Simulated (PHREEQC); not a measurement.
1 kg of water holding 0.12 mol NaHCO3 meets 20 L of dry gas (CH4 1 by moles) at fixed total pressure, at 100 atm; fugacities by Peng-Robinson. The gases take part in no redox reaction, some water evaporates into the gas, and hydrates or a liquid gas phase aren't modelled. No solid was allowed to form.

Model: ion-association model, phreeqc.dat, run in PHREEQC.

```csv
T (°C),dissolved CH4 (mol/kgw),φ of CH4
20,0.121,0.806
30,0.101,0.826
40,0.0889,0.844
50,0.0814,0.860
60,0.0772,0.874
70,0.0754,0.887
80,0.0753,0.899
90,0.0765,0.910
```

At this temperature some constants are extrapolated from 25 °C, and those without enthalpy data are left unchanged.
